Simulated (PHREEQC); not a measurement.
Solution (25 °C): 0.18 mol HF, 0.024 mol (CH3)4NF and 0.00016 mol H2SO4 per kg of water. Closed to the air; pH follows from the charge balance.

All values are PHREEQC results (ion-association model, phreeqc.dat), not measurements.

```
quantity                  before     after
------------------------  ------  --------
pH                          2.18      3.14
ionic strength (mol/kgw)  0.0317  0.000997
HF (mol/kgw)               0.161   0.00104
F- (mol/kgw)              0.0194  0.000988
HF2- (mol/kgw)            0.0120   3.96e-6
```

Question: Which change was made?
A) diluted 100-fold with water
B) (CH3)4NF from 0.024 to 0.12 mol/kgw
C) temperature from 25 to 45 °C
D) diluted 2-fold with water
E) H2SO4 left out

Answer: A, diluted 100-fold with water

This is a speciation only: nothing precipitates in the calculation. (CH3)4N+ isn't in the database: it is added as a free cation with an ion size of 4 Å.
